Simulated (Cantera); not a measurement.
A Cantera script and what it prints.

```python
import numpy as np
import cantera as ct

gas_names = """
    Cr CrO CrO2 CrO3 H HO2 H2 H2O H2O2 O OH O2 O3
""".split()
cond_names = """
    Cr(cr) Cr(L) Cr2O3(s) Cr2O3(L) H2O(s) H2O(L)
""".split()


# ... load() reads the species with a 1 bar reference pressure and builds the phases ...
atoms = {
    'Cr': {'Cr': 1},
    'H2O': {'H': 2, 'O': 1},
}
top_T = {}  # K; cautious upper limits of use, not melting points


# ... equilibrate(T, P, feed) seeds the gas with the atoms and calls Mixture.equilibrate('TP', solver="vcs", rtol=1e-11, max_steps=5000) ...
results = []
T = 2350  # K
P = 280000  # Pa
for m in [0.63, 1.5, 2.4, 3.3, 4.2, 5.1, 6, 6.9, 7.8, 8.7, 9.6]:
    feed = {'Cr': 1, 'H2O': m}  # mol
    mix = equilibrate(T, P, feed)
    results.append((T, P, feed, dict(zip(mix.species_names, mix.species_moles))))

top = {s: max(r[3][s] / sum(r[3][g] for g in gas_names) for r in results) for s in gas_names}
cols = sorted((s for s in top if top[s] > 1e-05), key=lambda s: -top[s])[:8]
seen = [c for c in cond_names if any(r[3].get(c, 0) > 1e-12 for r in results)]
print("log10 of partial pressures in bar; condensed amounts in mol")
print(f"{'n(H2O)':>10s}" + "".join(f"{s[:9]:>10s}" for s in cols + seen))
for T, P, feed, n in results:
    ng = sum(n[g] for g in gas_names)
    print(f"{feed['H2O']:10.4g}" + "".join(f"{np.log10(max(n[s] / ng * P / 1e5, 1e-99)):10.3f}" for s in cols)
          + "".join(f"{n.get(c, 0):10.4g}" for c in seen))
```

It prints:

```
log10 of partial pressures in bar; condensed amounts in mol
    n(H2O)        H2       H2O        Cr         H        OH       CrO      CrO2        O2     Cr(L)  Cr2O3(s)
      0.63     0.419    -0.890    -1.552    -1.695    -3.766    -2.887    -4.680    -7.739    0.5931    0.2001
       1.5     0.419    -0.890    -1.552    -1.695    -3.766    -2.887    -4.680    -7.739   0.03129    0.4764
       2.4     0.239     0.019    -3.184    -1.784    -2.768    -3.431    -4.136    -5.563         0    0.4995
       3.3     0.101     0.182    -3.634    -1.853    -2.536    -3.581    -3.986    -4.962         0    0.4996
       4.2    -0.003     0.253    -3.898    -1.906    -2.413    -3.669    -3.898    -4.610         0    0.4996
       5.1    -0.087     0.294    -4.085    -1.948    -2.330    -3.731    -3.835    -4.361         0    0.4996
         6    -0.158     0.320    -4.230    -1.983    -2.269    -3.779    -3.787    -4.168         0    0.4996
       6.9    -0.218     0.338    -4.348    -2.013    -2.220    -3.819    -3.748    -4.010         0    0.4995
       7.8    -0.271     0.352    -4.448    -2.040    -2.180    -3.852    -3.715    -3.878         0    0.4995
       8.7    -0.318     0.362    -4.534    -2.063    -2.146    -3.881    -3.686    -3.763         0    0.4994
       9.6    -0.360     0.371    -4.610    -2.084    -2.117    -3.906    -3.661    -3.662         0    0.4994
```

Method: chemical equilibrium by Gibbs-energy minimisation in Cantera with the NASA 1993 tables (ideal gas, pure condensed phases). Mutual solubility and eutectic melting of coexisting phases are not modelled. Gases not in the tables: CrO2(OH)2.
